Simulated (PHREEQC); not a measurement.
Dissolve 0.28 mol HF, 0.12 mol K2HPO4 and 0.019 mol KCl per kg of water at 25 °C. Closed to the air; pH follows from the charge balance.

Computed with PHREEQC (ion-association model, phreeqc.dat).

Each row changes one thing in this solution. Precipitation was switched off in this run.

```csv
case,pH,ionic strength (mol/kgw),HF (mol/kgw),F- (mol/kgw),HF2- (mol/kgw)
as made,2.94,0.261,0.107,0.0954,0.0387
K2HPO4 left out,1.73,0.0404,0.248,0.0110,0.0104
K2HPO4 replaced by KHSO4 at the same molality,1.32,0.230,0.263,0.00553,0.00553
HF from 0.28 to 0.028 mol/kgw,7.22,0.332,1.57e-6,0.0280,1.65e-7
KCl replaced by KBr at the same molality,2.94,0.261,0.107,0.0954,0.0387
KCl from 0.019 to 0.0095 mol/kgw,2.94,0.251,0.107,0.0953,0.0387
diluted 2-fold with water,2.99,0.131,0.0601,0.0547,0.0126
```
